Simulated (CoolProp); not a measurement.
Vapour-liquid equilibrium of R22 (1) + R142b (2) at 268.6 K; x and y are mole fractions of (1).

The numbers come from the multi-fluid Helmholtz-energy mixture model, Kamei 1995 and Lemmon 2006; pair parameters Bell 2016 in CoolProp.

Task: Give the bubble pressure and the first vapour's composition at x = 0.05, 0.125, 0.275. Is there an azeotrope?

Result: x = 0.05: 0.1358 MPa, y = 0.145; x = 0.125: 0.1568 MPa, y = 0.311; x = 0.275: 0.1981 MPa, y = 0.539. No azeotrope shows between x = 0.05 and 0.95.

The pair parameters rest on a limited set of measurements; away from them the model extrapolates.
